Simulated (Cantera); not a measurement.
Input: 1 mol CuO, 3.5 mol H2, 4.7 mol N2, held at 101000 Pa.

These are equilibrium values from Cantera (NASA tables, ideal gas, pure condensed phases), not measurements of a reactor. Candidate condensed phases: Cu, CuO, Cu(OH)2, Cu2O, H2O; 27 gas species. The numbers say what is thermodynamically allowed, not how fast it happens. All values below are at 1350 K.

Base state: N2 0.573, H2 0.305, H2O 0.122, NH3 1.32e-5 (mole fractions); condensed: Cu(s).

### Question
What changes in the equilibrium state with this change: 0.44 mol O2 added?

### Answer
```tsv
species	before	after
N2	0.573	0.573
H2O	0.122	0.229
H2	0.305	0.198
NH3	1.32e-5	6.89e-6
Cu(s), mol	1.000	1.000
```
